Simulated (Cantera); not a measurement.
An adiabatic, constant-pressure homogeneous reactor starts with H2 : O2 : N2 = 1 : 0.51 : 1.92 (molar parts), equivalence ratio 0.98, at 1325 K and 1.90 bar.

Computed with Cantera and GRI-Mech 3.0 (53 species, 325 reactions).

x: mole fraction; the columns are a selection and need not sum to one.

| t (s) | T (K) | x H2 | x O2 | x HO2 | x OH | x O | x NO |
|---|---|---|---|---|---|---|---|
| 8.00e-6 | 1325 | 0.291 | 0.148 | 3.05e-5 | 2.19e-5 | 3.18e-5 | 5.20e-12 |
| 2.01e-5 | 2214 | 0.0590 | 0.0298 | 1.81e-5 | 0.0290 | 0.0198 | ? |
| 5.04e-5 | 2711 | 0.0466 | 0.0198 | 8.84e-6 | 0.0302 | 0.00895 | ? |
| 0.000127 | 2844 | 0.0402 | 0.0163 | 8.89e-6 | 0.0277 | 0.00616 | ? |
| 0.000318 | 2845 | 0.0404 | 0.0156 | 8.57e-6 | 0.0271 | 0.00589 | ? |
| 0.000798 | 2840 | 0.0410 | 0.0145 | 8.05e-6 | 0.0263 | 0.00558 | ? |
| 0.00200 | 2837 | 0.0414 | 0.0139 | 7.74e-6 | 0.0258 | 0.00540 | 0.00872 |
| 0.00503 | 2837 | 0.0414 | 0.0139 | 7.72e-6 | 0.0258 | 0.00538 | 0.00888 |
| 0.0126 | 2837 | 0.0414 | 0.0139 | 7.72e-6 | 0.0258 | 0.00538 | 0.00888 |
| 0.0317 | 2837 | 0.0414 | 0.0139 | 7.72e-6 | 0.0258 | 0.00538 | 0.00888 |
| 0.0797 | 2837 | 0.0414 | 0.0139 | 7.72e-6 | 0.0258 | 0.00538 | 0.00888 |
| 0.200 | 2837 | 0.0414 | 0.0139 | 7.72e-6 | 0.0258 | 0.00538 | 0.00888 |

Problem. What belongs in the gaps?

Solution. 
- 2.01e-5, x NO: 4.79e-5
- 5.04e-5, x NO: 0.000288
- 0.000127, x NO: 0.00121
- 0.000318, x NO: 0.00334
- 0.000798, x NO: 0.00671
